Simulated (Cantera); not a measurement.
Input: 1 mol trisilylamine, 0.42 mol NH3, 0.14 mol H2, held at 27.0 mbar.

These are equilibrium values from Cantera (NASA tables, ideal gas, pure condensed phases), not measurements of a reactor. Candidate condensed phases: Si, Si3N4; 18 gas species. The feed counts by its element totals alone. Mutual solubility and eutectic melting of coexisting phases are not modelled. Gases not in the tables: Si2H6 and higher silanes. The numbers say what is thermodynamically allowed, not how fast it happens. All values below are at 1675 K.

Base state: H2 0.961, N2 0.0380, H 0.000693, Si 1.61e-5, SiH2 1.08e-5 (mole fractions); condensed: Si(s) + Si3N4(s).

Task: What changes in the equilibrium state with this change: pressure from 27.0 mbar to 0.270 bar?

Result: 
```
species          before     after
-------------  --------  --------
H2                0.961     0.996
N2               0.0380   0.00380
H              0.000693  0.000223
SiH2            1.08e-5   1.12e-5
Si              1.61e-5   1.61e-6
Si(s), mol         2.25      1.97
Si3N4(s), mol     0.251     0.345
```
